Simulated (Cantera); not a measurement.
Feed: 1 mol (CH3)2SiCl2, 2.5 mol HCl, 1.5 mol H2, at 1723.15 K and 728 Torr.

Method: chemical equilibrium by Gibbs-energy minimisation in Cantera with the NASA 1993 tables (ideal gas, pure condensed phases). Candidate condensed phases: C, C6H6, C7H8, C8H18, Si, SiC; 109 gas species. The feed counts by its element totals alone. The tables' values for SiCl3 are old estimates; treat these amounts as uncertain. The numbers say what is thermodynamically allowed, not how fast it happens.

Base state: H2 0.503, HCl 0.451, SiCl2 0.0234, SiCl3 0.0105, SiCl4 0.00890, SiHCl3 0.00204, CH4 0.000247, H 0.000132 (mole fractions); condensed: C(graphite) + SiC(s).

Task: What changes in the equilibrium state with this change: H2 from 1.5 to 98 mol?

Result: 
```csv
species,before,after
H2,0.503,0.956
HCl,0.451,0.0429
CH4,0.000247,0.000891
SiCl2,0.0234,0.000111
SiCl3,0.0105,3.44e-6
SiCl4,0.00890,2.00e-7
SiHCl3,0.00204,9.20e-7
"C(graphite), mol",1.35,0.900
"SiC(s), mol",0.646,0.988
```
